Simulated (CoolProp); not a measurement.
Values from CoolProp's reference Helmholtz-energy equation of state, Tillner-Roth 1997.

Give the vapour pressure (kPa), vapour Z, surface tension (mN/m), vapour viscosity (µPa s) of saturated CH2F2 (R32) at 23.75, 33.45 °C.


| T (°C) | p (kPa) | vapour Z | surface tension (mN/m) | vapour viscosity (µPa s) |
|---|---|---|---|---|
| 23.75 | 1630 | 0.755 | 6.99 | 13.7 |
| 33.45 | 2110 | 0.710 | 5.47 | 14.4 |

Viscosity comes from a separate model (Bell 2016), an estimate that may be off by 10 % or more. Surface tension comes from a separate correlation (Mulero 2012).
